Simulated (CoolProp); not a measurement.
Fluorine along the isotherm 78.3 K: Z from the reference equation and from simpler models built on Tc = 144.4 K, pc = 5240 kPa, ω = 0.045; each cubic takes its own stable root.

Computed with CoolProp (reference Helmholtz-energy equation of state, de Reuck 1990).

```csv
p (kPa),phase,reference
1820,liquid,0.06845
3640,liquid,0.1365
5450,liquid,0.2039
7270,liquid,0.2714
9090,liquid,0.3385
10900,liquid,0.4050
12700,liquid,0.4708
14500,liquid,0.5364
16400,liquid,0.6053
18200,liquid,0.6703
20000,liquid,0.7351
```

**Question.** How far does each simpler model (van der Waals, Redlich-Kwong, Soave-Redlich-Kwong) lie from the reference over these 11 states: mean and median of the absolute difference, and the worst?

**Answer.** 
- van der Waals: mean 43.7 %, median 43.5 %, worst +45.5 % at 78.3 K and 1820 kPa
- Redlich-Kwong: mean 1.5 %, median 1.6 %, worst -1.6 % at 78.3 K and 20000 kPa
- Soave-Redlich-Kwong: mean 0.8 %, median 0.8 %, worst -1.0 % at 78.3 K and 20000 kPa
